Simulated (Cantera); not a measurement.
What does this Cantera script print?

```python
import numpy as np
import cantera as ct

gas_names = [...]  # 77 gases of nasa_gas.yaml made of C, H, Ti
cond_names = """
    C(gr) C6H6(L) C7H8(L) C8H18(L),n-octa Ti(a) Ti(b) Ti(L) TiC(s) TiC(L)
""".split()


# ... load() reads the species with a 1 bar reference pressure and builds the phases ...
atoms = {
    'TiC': {'Ti': 1, 'C': 1},
    'H2': {'H': 2},
}
top_T = {'C(gr)': 4500}  # K; cautious upper limits of use, not melting points


# ... equilibrate(T, P, feed) seeds the gas with the atoms and calls Mixture.equilibrate('TP', solver="vcs", rtol=1e-11, max_steps=5000) ...
results = []
feed = {'TiC': 1, 'H2': 0.098}  # mol
P = 1900  # Pa
for T in [2323, 2398, 2473, 2548, 2623, 2698, 2773, 2848, 2923, 2998]:
    mix = equilibrate(T, P, feed)
    results.append((T, P, feed, dict(zip(mix.species_names, mix.species_moles))))
    x = sorted(zip(gas.X, gas.species_names), reverse=True)
    print(f"T = {T:g} K  P = {P:g} Pa  gas = {mix.phase_moles(0):.4g} mol")
    print("   x: " + "  ".join(f"{s} {v:.3e}" for v, s in x if v > 1e-06))
    print("   condensed (mol): " + ("  ".join(f"{mix.phase(i).name} {mix.phase_moles(i):.4g}"
          for i in range(1, mix.n_phases) if mix.phase_moles(i) > 1e-12) or "none"))
```

Output:

```
T = 2323 K  P = 1900 Pa  gas = 0.1019 mol
   x: H2 9.239e-01  H 7.594e-02  Ti 8.775e-05  C2H2,acetylene 4.319e-05
   condensed (mol): TiC(s) 1
T = 2398 K  P = 1900 Pa  gas = 0.1036 mol
   x: H2 8.918e-01  H 1.079e-01  Ti 1.948e-04  C2H2,acetylene 9.588e-05
   condensed (mol): TiC(s) 1
T = 2473 K  P = 1900 Pa  gas = 0.1059 mol
   x: H2 8.502e-01  H 1.492e-01  Ti 4.104e-04  C2H2,acetylene 2.010e-04  C2H 2.390e-06  CH3 1.071e-06
   condensed (mol): TiC(s) 1
T = 2548 K  P = 1900 Pa  gas = 0.109 mol
   x: H2 7.983e-01  H 2.005e-01  Ti 8.233e-04  C2H2,acetylene 3.992e-04  C2H 7.955e-06  C 3.258e-06  CH3 1.464e-06
   condensed (mol): TiC(s) 0.9999
T = 2623 K  P = 1900 Pa  gas = 0.113 mol
   x: H2 7.356e-01  H 2.621e-01  Ti 1.579e-03  C2H2,acetylene 7.513e-04  C2H 2.463e-05  C 1.053e-05  C3 2.237e-06  CH3 1.909e-06  CH2 1.458e-06  CH 1.139e-06
   condensed (mol): TiC(s) 0.9998
T = 2698 K  P = 1900 Pa  gas = 0.118 mol
   x: H2 6.626e-01  H 3.330e-01  Ti 2.907e-03  C2H2,acetylene 1.337e-03  C2H 7.108e-05  C 3.198e-05  C3 1.141e-05  C2 3.721e-06  CH 2.805e-06  CH2 2.593e-06  CH3 2.361e-06  C2H2,vinylidene 1.935e-06  C4H2 1.121e-06
   condensed (mol): TiC(s) 0.9997
T = 2773 K  P = 1900 Pa  gas = 0.1242 mol
   x: H2 5.811e-01  H 4.111e-01  Ti 5.169e-03  C2H2,acetylene 2.235e-03  C2H 1.907e-04  C 9.147e-05  C3 5.333e-05  C2 1.458e-05  CH 6.472e-06  CH2 4.328e-06  C2H2,vinylidene 3.990e-06  C4H2 3.577e-06  CH3 2.752e-06
   condensed (mol): TiC(s) 0.9994
T = 2848 K  P = 1900 Pa  gas = 0.1317 mol
   x: H2 4.940e-01  H 4.926e-01  Ti 8.963e-03  C2H2,acetylene 3.457e-03  C2H 4.705e-04  C 2.459e-04  C3 2.251e-04  C2 5.243e-05  CH 1.393e-05  C4H2 1.008e-05  C2H2,vinylidene 7.526e-06  CH2 6.725e-06  CH3 2.985e-06
   condensed (mol): TiC(s) 0.9988
T = 2923 K  P = 1900 Pa  gas = 0.1407 mol
   x: H 5.720e-01  H2 4.051e-01  Ti 1.537e-02  C2H2,acetylene 4.821e-03  C2H 1.044e-03  C3 8.343e-04  C 6.169e-04  C2 1.701e-04  CH 2.769e-05  C4H2 2.392e-05  C2H2,vinylidene 1.266e-05  CH2 9.590e-06  CH3 2.962e-06  C5 2.893e-06  C4 1.104e-06
   condensed (mol): TiC(s) 0.9978
T = 2998 K  P = 1900 Pa  gas = 0.1515 mol
   x: H 6.425e-01  H2 3.184e-01  Ti 2.648e-02  C2H2,acetylene 5.881e-03  C3 2.623e-03  C2H 2.033e-03  C 1.430e-03  C2 4.874e-04  CH 5.013e-05  C4H2 4.532e-05  C2H2,vinylidene 1.846e-05  C5 1.425e-05  CH2 1.234e-05  C4 4.816e-06  CH3 2.632e-06
   condensed (mol): TiC(s) 0.996
```

Cantera equilibrium calculation (NASA polynomials, part measured and part estimated; ideal gas, pure solids and liquids). TiC: taken at fixed stoichiometry.
